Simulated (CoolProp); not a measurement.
A single-stage vapour-compression cycle with chlorine: evaporating at 280.15 K (dew point), condensing at 304.15 K (bubble point), superheat 0 K, subcooling 0 K, compressor efficiency 0.7, no pressure losses. Each further row changes one setting.

Values from CoolProp's reference Helmholtz-energy equation of state, Thol 2021.

```json
[
 {"case": "as stated", "cooling COP": "?", "pressure ratio": "1.98", "discharge temperature (K)": "349.6", "refrigerating effect (kJ/kg)": "238", "volumetric capacity (kJ/m³)": "3600"},
 {"case": "evaporating temperature 285.15 K", "cooling COP": "?", "pressure ratio": "?", "discharge temperature (K)": "338.8", "refrigerating effect (kJ/kg)": "?", "volumetric capacity (kJ/m³)": "?"},
 {"case": "condensing temperature 299.15 K", "cooling COP": "?", "pressure ratio": "1.73", "discharge temperature (K)": "335.4", "refrigerating effect (kJ/kg)": "243", "volumetric capacity (kJ/m³)": "3680"},
 {"case": "subcooling 5 K", "cooling COP": "?", "pressure ratio": "1.98", "discharge temperature (K)": "349.6", "refrigerating effect (kJ/kg)": "243", "volumetric capacity (kJ/m³)": "3670"},
 {"case": "superheat 10 K", "cooling COP": "7.24", "pressure ratio": "1.98", "discharge temperature (K)": "?", "refrigerating effect (kJ/kg)": "243", "volumetric capacity (kJ/m³)": "3520"},
 {"case": "compressor efficiency 0.6", "cooling COP": "6.34", "pressure ratio": "1.98", "discharge temperature (K)": "359.2", "refrigerating effect (kJ/kg)": "238", "volumetric capacity (kJ/m³)": "3600"}
]
```

### Question
Fill in the missing entries.

### Answer

- as stated, cooling COP: 7.40
- evaporating temperature 285.15 K, cooling COP: 9.68
- evaporating temperature 285.15 K, pressure ratio: 1.70
- evaporating temperature 285.15 K, refrigerating effect (kJ/kg): 239
- evaporating temperature 285.15 K, volumetric capacity (kJ/m³): 4180
- condensing temperature 299.15 K, cooling COP: 9.53
- subcooling 5 K, cooling COP: 7.56
- superheat 10 K, discharge temperature (K): 362.0
